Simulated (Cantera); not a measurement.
A Cantera script and what it prints.

```python
import numpy as np
import cantera as ct

gas_names = [...]  # 110 gases of nasa_gas.yaml made of C, H, O
cond_names = """
    C(gr) C6H6(L) C7H8(L) C8H18(L),n-octa H2O(s) H2O(L)
""".split()


# ... load() reads the species with a 1 bar reference pressure and builds the phases ...
atoms = {
    'C3H6': {'C': 3, 'H': 6},
    'CO2': {'C': 1, 'O': 2},
}
top_T = {'C(gr)': 4500}  # K; cautious upper limits of use, not melting points


# ... equilibrate(T, P, feed) seeds the gas with the atoms and calls Mixture.equilibrate('TP', solver="vcs", rtol=1e-11, max_steps=5000) ...
results = []
feed = {'C3H6': 1, 'CO2': 0.11}  # mol
T = 1050  # K
P = 2300000  # Pa
mix = equilibrate(T, P, feed)
results.append((T, P, feed, dict(zip(mix.species_names, mix.species_moles))))
x = sorted(zip(gas.X, gas.species_names), reverse=True)
print(f"T = {T:g} K  P = {P:g} Pa  gas = {mix.phase_moles(0):.4g} mol")
print("   x: " + "  ".join(f"{s} {v:.3e}" for v, s in x if v > 0.001))
print("   condensed (mol): " + ("  ".join(f"{mix.phase(i).name} {mix.phase_moles(i):.4g}"
      for i in range(1, mix.n_phases) if mix.phase_moles(i) > 1e-12) or "none"))
```

It prints:

```
T = 1050 K  P = 2.3e+06 Pa  gas = 2.237 mol
   x: H2 5.323e-01  CH4 3.731e-01  H2O 6.247e-02  CO 2.811e-02  CO2 3.886e-03
   condensed (mol): C(gr) 2.204
```

Equilibrium computed with Cantera from the NASA thermochemical tables; the gas is ideal and each condensed phase is pure.
